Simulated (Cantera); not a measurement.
Feed: 1 mol BCl₃, 1.3 mol O₂, 0.12 mol H₂, 7.8 mol N₂, equilibrated at 1800 K and 37.0 mbar.

Equilibrium computed with Cantera from the NASA thermochemical tables; the gas is ideal and each condensed phase is pure. Candidate condensed phases: B, BN, B₂O₃, B₃O₃H₃, H₂O, NH₄Cl; 49 gas species. The tables' values for BOCl are old estimates; treat these amounts as uncertain. Equilibrium is a limit: real reactors are often held back by kinetics, nucleation or transport.

Base state: N₂ 0.668, Cl 0.200, O₂ 0.0471, B₂O₃ 0.0355, HCl 0.0180, Cl₂ 0.0148, BOCl 0.00942, BO₂ 0.00288 (mole fractions); condensed: gas only.

### Question
What changes in the equilibrium state with this change: temperature from 1800 K to 2098 K?

### Answer
| species | before | after |
|---|---|---|
| N₂ | 0.668 | 0.656 |
| Cl | 0.200 | 0.225 |
| O₂ | 0.0471 | 0.0422 |
| Cl₂ | 0.0148 | 0.00168 |
| B₂O₃ | 0.0355 | 0.0315 |
| HCl | 0.0180 | 0.0164 |
| H | 2.39e-7 | 1.37e-5 |
| BO | 2.12e-6 | 0.000101 |

### Question
What changes in the equilibrium state with this change: temperature from 1800 K to 1898 K?

### Answer
| species | before | after |
|---|---|---|
| N₂ | 0.668 | 0.662 |
| Cl | 0.200 | 0.214 |
| O₂ | 0.0471 | 0.0457 |
| Cl₂ | 0.0148 | 0.00708 |
| B₂O₃ | 0.0355 | 0.0343 |
| HCl | 0.0180 | 0.0175 |
| BCl₃ | 1.27e-5 | 4.48e-6 |
| O | 0.000137 | 0.000326 |
| OH | 1.23e-5 | 2.68e-5 |
| H₂O | 1.28e-5 | 2.03e-5 |

### Question
What changes in the equilibrium state with this change: temperature from 1800 K to 1925 K?

### Answer
| species | before | after |
|---|---|---|
| N₂ | 0.668 | 0.661 |
| Cl | 0.200 | 0.217 |
| O₂ | 0.0471 | 0.0453 |
| Cl₂ | 0.0148 | 0.00578 |
| B₂O₃ | 0.0355 | 0.0339 |
| HCl | 0.0180 | 0.0174 |
| BO | 2.12e-6 | 1.25e-5 |
| BCl₃ | 1.27e-5 | 3.36e-6 |
| O | 0.000137 | 0.000407 |
| OH | 1.23e-5 | 3.30e-5 |
